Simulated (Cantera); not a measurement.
Input (Python, Cantera) and output of one run.

```python
import numpy as np
import cantera as ct

gas_names = """
    CL CL2 H HCL H2 Si SiCL SiCL2 SiCL3 SiCL4 SiH SiHCL3 SiH2 SiH2CL2 SiH3 SiH3CL SiH4 Si2 Si3
""".split()
cond_names = """
    Si(cr) Si(L)
""".split()


def load(file, names, dense=False):
    # The tables refer to 1 bar. Condensed volumes are neglected.
    table = {s.name: s for s in ct.Species.list_from_file(file)}
    out = []
    for n in names:
        d = dict(table[n].input_data)
        d["thermo"] = dict(d["thermo"], **{"reference-pressure": 1e5})
        if dense:
            d["equation-of-state"] = {"model": "constant-volume", "density": "1e6 g/cm^3"}
        out.append(ct.Species.from_dict(d))
    return out


gas = ct.Solution(thermo="ideal-gas", species=load("nasa_gas.yaml", gas_names))
cond = {s.name: ct.Solution(thermo="fixed-stoichiometry", species=[s], name=s.name)
        for s in load("nasa_condensed.yaml", cond_names, dense=True)}
atoms = {
    'SiCl4': {'Si': 1, 'CL': 4},
    'Cl2': {'CL': 2},
    'H2': {'H': 2},
}
top_T = {}  # K; cautious upper limits of use, not melting points


def equilibrate(T, P, feed):
    n = {}
    for name, mol in feed.items():
        for a, k in atoms[name].items():
            n[a] = n.get(a, 0.0) + k * mol
    gas.TPX = T, P, n
    mass = sum(n.values()) * gas.mean_molecular_weight
    gas.equilibrate("TP")
    valid = [c for c in cond.values() if c.min_temp <= T <= top_T.get(c.name, c.max_temp)]
    mix = ct.Mixture([(gas, mass / gas.mean_molecular_weight)] + [(c, 0.0) for c in valid])
    mix.T, mix.P = T, P
    mix.equilibrate("TP", solver="vcs", rtol=1e-11, max_steps=5000)
    return mix


results = []
feed = {'SiCl4': 1, 'Cl2': 0.69, 'H2': 0.21}  # mol
T = 698.15  # K
P = 14000  # Pa
mix = equilibrate(T, P, feed)
results.append((T, P, feed, dict(zip(mix.species_names, mix.species_moles))))
x = sorted(zip(gas.X, gas.species_names), reverse=True)
print(f"T = {T:g} K  P = {P:g} Pa  gas = {mix.phase_moles(0):.4g} mol")
print("   x: " + "  ".join(f"{s} {v:.3e}" for v, s in x if v > 1e-06))
print("   condensed (mol): " + ("  ".join(f"{mix.phase(i).name} {mix.phase_moles(i):.4g}"
      for i in range(1, mix.n_phases) if mix.phase_moles(i) > 1e-12) or "none"))
```

It prints:

```
T = 698.15 K  P = 14000 Pa  gas = 1.9 mol
   x: SiCL4 5.263e-01  CL2 2.526e-01  HCL 2.211e-01
   condensed (mol): none
```

Method: chemical equilibrium by Gibbs-energy minimisation in Cantera with the NASA 1993 tables (ideal gas, pure condensed phases).
